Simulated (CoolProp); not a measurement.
Cyclopentane along the isotherm 519 K: Z from the reference equation and from simpler models built on Tc = 511.7 K, pc = 45.83 bar, ω = 0.202; each cubic takes its own stable root.

Model: reference Helmholtz-energy equation of state, Gedanitz 2015, in CoolProp.

```tsv
p (bar)	phase	reference
4.3	gas	0.9677
8.59	gas	0.9341
12.9	gas	0.8988
17.2	gas	0.8616
21.5	gas	0.8221
25.8	gas	0.7797
30.1	gas	0.7334
34.4	gas	0.6817
38.7	gas	0.6220
43	gas	0.5482
47.3	supercritical	0.4427
51.6	supercritical	0.2652
55.9	supercritical	0.2380
60.1	supercritical	0.2403
64.4	supercritical	0.2478
68.7	supercritical	0.2571
```

Question: How far does each simpler model (van der Waals, Redlich-Kwong, Soave-Redlich-Kwong, Peng-Robinson) lie from the reference over these 16 states: mean and median of the absolute difference, and the worst?

Answer: 
- van der Waals: mean 13.4 %, median 6.2 %, worst +37.8 % at 519 K and 68.7 bar
- Redlich-Kwong: mean 6.2 %, median 1.9 %, worst +18.8 % at 519 K and 55.9 bar
- Soave-Redlich-Kwong: mean 7.3 %, median 2.4 %, worst +21.5 % at 519 K and 55.9 bar
- Peng-Robinson: mean 3.5 %, median 1.4 %, worst +11.0 % at 519 K and 55.9 bar
